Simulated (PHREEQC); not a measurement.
3.6 g of hydrous ferric oxide (600 m²/g; 0.2 weak and 0.005 strong sites per Fe, Dzombak-Morel constants, diffuse double layer) in 1 kg of water with 0.005 mol/kgw of an inert sodium salt and 20 mmol/kgw MnCl2, 0.21 mmol/kgw NaF and 0.01 mmol/kgw ZnSO4, at 25 °C; the pH is set by adding NaOH or the inert anion's acid. The system is closed to oxygen. CO2 from the air is kept out. Nothing may precipitate in this run.

Base run: PHREEQC, ion-association model, wateq4f.dat. Each further column changes one thing. The table gives F sorbed (%).

```tsv
pH	base	no electrostatic term (-no_edl)	background salt from 0.005 to 0.0005 mol/kgw	oxide from 3.6 to 18 g/kgw
3	97.5	6.9	97.6	99.4
3.67	98.3	11.2	98.4	99.6
4.33	98.1	12.9	98.2	99.6
5	96.8	13.3	96.9	99.3
5.67	93.4	13.3	93.6	98.7
6.33	86.2	10.0	86.6	97.2
7.67	57.8	0.4	58.3	87.2
8.33	26.8	0.1	27.1	66.4
9	7.7	0.0	7.8	32.7
9.67	1.8	0.0	1.8	10.1
10.33	0.4	0.0	0.4	2.5
11	0.1	0.0	0.1	0.6
```

In at least one series the solution becomes supersaturated in solids that the run did not let form, among them Pyrochroite, Zn(OH)2-e. The oxide is taken as insoluble; below pH 4 it would dissolve.
